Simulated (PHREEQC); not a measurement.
Solution (44 °C): 0.37 mol MnCl2 per kg of water. Closed to the air; pH follows from the charge balance.

The numbers come from PHREEQC with the ion-association model, phreeqc.dat.

Q: The ionic strength comes out as 0.844 mol/kgw. What activity coefficients do Cl-, Mn+2, MnOH+, MnCl3-, MnCl+ get?

A: Cl- 0.61, Mn+2 0.21, MnOH+ 0.64, MnCl3- 0.64, MnCl+ 0.64.

Precipitation was switched off in this run. Caution: at this ionic strength the ion-association model is outside its range; a Pitzer model would be the better tool where its parameters exist. Complexes and solids missing from the database can't appear. Away from 25 °C the constants follow the database's enthalpies or fits; those with neither stay at their 25 °C values.
